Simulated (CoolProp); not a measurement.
n-nonane at 293.15 K and 0.109 MPa flows at 1.2 m/s in a round tube of 25 mm bore and 0.25 µm roughness, fully developed (64/Re and Nu = 3.66 if laminar; Colebrook and Gnielinski if turbulent). Each further row changes one setting.

The numbers come from the reference Helmholtz-energy equation of state, Lemmon 2006 in CoolProp. It is a short technical equation, of lower accuracy than the large ones.

```
case              Reynolds number  Darcy friction factor  pressure drop (Pa/m)  heat-transfer coefficient (W/(m² K))  mass flow (kg/h)
----------------  ---------------  ---------------------  --------------------  ------------------------------------  ----------------
as stated                   30800                    [?]                   [?]                                  1370               [?]
velocity 2.4 m/s            61700                 0.0200                  1650                                  2520               [?]
diameter 50 mm              61700                 0.0200                   [?]                                  1260               [?]
```

Problem. Fill in the missing entries.

Solution. 
- as stated, Darcy friction factor: 0.0234
- as stated, pressure drop (Pa/m): 483
- as stated, mass flow (kg/h): 1520
- velocity 2.4 m/s, mass flow (kg/h): 3050
- diameter 50 mm, pressure drop (Pa/m): 206
- diameter 50 mm, mass flow (kg/h): 6090

Viscosity comes from a separate model (Huber 2004). Thermal conductivity comes from a separate model (Huber 2005).
